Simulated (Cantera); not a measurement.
Cantera run:

```python
import numpy as np
import cantera as ct

gas_names = """
    C CH CH2 CH3 CH2OH CH3O CH4 CH3OH CO CO2 COOH C2 C2H CHCO,ketyl C2H2,acetylene C2H2,vinylidene
    CH2CO,ketene C2H3,vinyl CH3CO,acetyl C2H4 C2H4O,ethylen CH3CHO,ethanal CH3COOH (HCOOH)2 C2H5 C2H6
    CH3OCH3 C2H5OH C2O C3 C3H3,propargyl C3H4,allene C3H4,propyne C3H4,cyclo- C3H5,allyl C3H6,propylene
    C3H6,cyclo- C3H6O C3H7,n-propyl C3H7,i-propyl C3H8 C3H8O,1propanol C3H8O,2propanol C3O2 C4 C4H2
    C4H4,1,3-cyclo- C4H6,butadiene C4H6,2-butyne C4H6,cyclo- C4H8,1-butene C4H8,cis2-buten
    C4H8,tr2-butene C4H8,isobutene C4H8,cyclo- (CH3COOH)2 C4H9,n-butyl C4H9,i-butyl C4H9,s-butyl
    C4H9,t-butyl C4H10,isobutane C4H10,n-butane C5 C5H6,1,3cyclo- C5H8,cyclo- C5H10,1-pentene
    C5H10,cyclo- C5H11,pentyl C5H11,t-pentyl C5H12,n-pentane C5H12,i-pentane CH3C(CH3)2CH3 C6H2
    C6H5,phenyl C6H5O,phenoxy C6H6 C6H5OH,phenol C6H10,cyclo- C6H12,1-hexene C6H12,cyclo- C6H13,n-hexyl
    C7H7,benzyl C7H8 C7H8O,cresol C7H14,1-heptene C7H15,n-heptyl C7H16,n-heptane C8H8,styrene
    C8H10,ethylbenz C8H16,1-octene C8H17,n-octyl C8H18,isooctane C8H18,n-octane C9H19,n-nonyl
    C10H8,naphthale C10H21,n-decyl C12H9,o-bipheny C12H10,bipheny Fe FeC5O5 FeO Fe(OH)2 H HCO HO2 H2
    HCHO,formaldehy HCOOH H2O H2O2 O OH O2 O3
""".split()
cond_names = """
    C(gr) C6H6(L) C7H8(L) C8H18(L),n-octa Fe(a) Fe(c) Fe(d) Fe(L) FeC5O5(L) FeO(s) FeO(L) Fe(OH)2(s)
    Fe(OH)3(s) Fe2O3(s) Fe3O4(s) H2O(s) H2O(L)
""".split()


def load(file, names, dense=False):
    # The tables refer to 1 bar. Condensed volumes are neglected.
    table = {s.name: s for s in ct.Species.list_from_file(file)}
    out = []
    for n in names:
        d = dict(table[n].input_data)
        d["thermo"] = dict(d["thermo"], **{"reference-pressure": 1e5})
        if dense:
            d["equation-of-state"] = {"model": "constant-volume", "density": "1e6 g/cm^3"}
        out.append(ct.Species.from_dict(d))
    return out


gas = ct.Solution(thermo="ideal-gas", species=load("nasa_gas.yaml", gas_names))
cond = {s.name: ct.Solution(thermo="fixed-stoichiometry", species=[s], name=s.name)
        for s in load("nasa_condensed.yaml", cond_names, dense=True)}
atoms = {
    'Fe3O4': {'Fe': 3, 'O': 4},
    'CH4': {'C': 1, 'H': 4},
    'CO': {'C': 1, 'O': 1},
}
top_T = {'C(gr)': 4500, 'Fe2O3(s)': 1830, 'Fe3O4(s)': 1870}  # K; cautious upper limits of use, not melting points


def equilibrate(T, P, feed):
    n = {}
    for name, mol in feed.items():
        for a, k in atoms[name].items():
            n[a] = n.get(a, 0.0) + k * mol
    gas.TPX = T, P, n
    mass = sum(n.values()) * gas.mean_molecular_weight
    gas.equilibrate("TP")
    valid = [c for c in cond.values() if c.min_temp <= T <= top_T.get(c.name, c.max_temp)]
    mix = ct.Mixture([(gas, mass / gas.mean_molecular_weight)] + [(c, 0.0) for c in valid])
    mix.T, mix.P = T, P
    mix.equilibrate("TP", solver="vcs", rtol=1e-11, max_steps=5000)
    return mix


results = []
feed = {'Fe3O4': 1, 'CH4': 0.44, 'CO': 0.24}  # mol
P = 10000  # Pa
for T in [1673, 1773, 1873, 1973, 2073, 2173, 2273, 2373, 2473, 2573]:
    mix = equilibrate(T, P, feed)
    results.append((T, P, feed, dict(zip(mix.species_names, mix.species_moles))))

top = {s: max(r[3][s] / sum(r[3][g] for g in gas_names) for r in results) for s in gas_names}
cols = sorted((s for s in top if top[s] > 1e-06), key=lambda s: -top[s])[:8]
seen = [c for c in cond_names if any(r[3].get(c, 0) > 1e-12 for r in results)]
print("log10 of partial pressures in bar; condensed amounts in mol")
print(f"{'T/K':>10s}" + "".join(f"{s[:9]:>10s}" for s in cols + seen))
for T, P, feed, n in results:
    ng = sum(n[g] for g in gas_names)
    print(f"{T:10.4g}" + "".join(f"{np.log10(max(n[s] / ng * P / 1e5, 1e-99)):10.3f}" for s in cols)
          + "".join(f"{n.get(c, 0):10.4g}" for c in seen))
```

Output:

```
log10 of partial pressures in bar; condensed amounts in mol
       T/K        CO       H2O        H2        Fe       CO2         H        OH       FeO    FeO(L)
      1673    -1.465    -1.575    -1.526    -5.673    -2.033    -4.707    -6.073    -7.832         3
      1773    -1.458    -1.566    -1.535    -5.011    -2.059    -4.313    -5.552    -7.010         3
      1873    -1.453    -1.559    -1.542    -4.423    -2.082    -3.961    -5.088    -6.281     2.999
      1973    -1.449    -1.553    -1.551    -3.900    -2.102    -3.645    -4.670    -5.631     2.998
      2073    -1.447    -1.547    -1.562    -3.434    -2.118    -3.361    -4.291    -5.046     2.994
      2173    -1.450    -1.542    -1.579    -3.022    -2.128    -3.106    -3.942    -4.520     2.984
      2273    -1.458    -1.534    -1.608    -2.665    -2.127    -2.880    -3.615    -4.042     2.963
      2373    -1.478    -1.526    -1.658    -2.365    -2.112    -2.684    -3.303    -3.608     2.924
      2473    -1.511    -1.521    -1.736    -2.122    -2.083    -2.520    -3.002    -3.212     2.857
      2573    -1.564    -1.528    -1.850    -1.929    -2.048    -2.389    -2.715    -2.848     2.751
```

These are equilibrium values from Cantera (NASA tables, ideal gas, pure condensed phases), not measurements of a reactor. The tables' stoichiometric FeO is somewhat more stable than real wüstite, so its field is too wide. FeO: taken at fixed stoichiometry.
